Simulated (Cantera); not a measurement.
A perfectly stirred reactor is fed with C₂H₆ : H₂ = 1 : 15 (molar parts), at 0.280 bar; it is held at 1273 K, and followed from long to short residence time.

Cantera simulation using GRI-Mech 3.0 (53 species, 325 reactions); the numbers are that mechanism's predictions, not measurements. GRI-Mech 3.0 stops at C3 and has no aromatics, soot or wall deposition, so with more carbon than oxygen in the feed, carbon stays in small species such as C2H2 where larger ones or solid carbon would form.

x: mole fraction; the columns are a selection and need not sum to one.

```tsv
τ (s)	x C₂H₆	x H₂	x H	x C₂H₄	x C₂H₂
18	0.000262	0.904	5.16e-6	0.0127	0.0118
4.7	0.000443	0.914	7.82e-6	0.0176	0.0153
1.3	0.000762	0.922	1.14e-5	0.0219	0.0168
0.34	0.00151	0.926	1.66e-5	0.0267	0.0155
0.091	(withheld)	0.928	(withheld)	(withheld)	(withheld)
0.025	(withheld)	0.929	(withheld)	(withheld)	(withheld)
0.0066	0.0196	0.931	3.44e-5	0.0304	0.00172
0.0018	0.0393	0.934	3.34e-5	0.0174	0.000276
0.00048	0.0558	0.937	2.55e-5	0.00525	1.72e-5
```

### Question
Complete the blanks.

### Answer

- 0.091, x C₂H₆: 0.00336
- 0.091, x H: 2.30e-5
- 0.091, x C₂H₄: 0.0317
- 0.091, x C₂H₂: 0.0110
- 0.025, x C₂H₆: 0.00797
- 0.025, x H: 2.97e-5
- 0.025, x C₂H₄: 0.0346
- 0.025, x C₂H₂: 0.00562
